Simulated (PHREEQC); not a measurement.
Solution (25 °C): 0.014 mol FeCl3, 0.00042 mol NiCl2 and 0.099 mol H2SO4 per kg of water. Closed to the air; pH follows from the charge balance.

All values are PHREEQC results (ion-association model, wateq4f.dat), not measurements.

Precipitation was switched off in this run.

Estimate the pH, ionic strength.

pH 1.00; ionic strength 0.169 mol/kgw.

In which forms is S present?

HSO4- 69 %, SO4-2 17 %, FeSO4+ 7.5 %, FeHSO4+2 4.7 %, Fe(SO4)2- 1.7 % of the S.

The solution is supersaturated, for example in Hematite (slow to form), so a real one may precipitate; this is no full list.
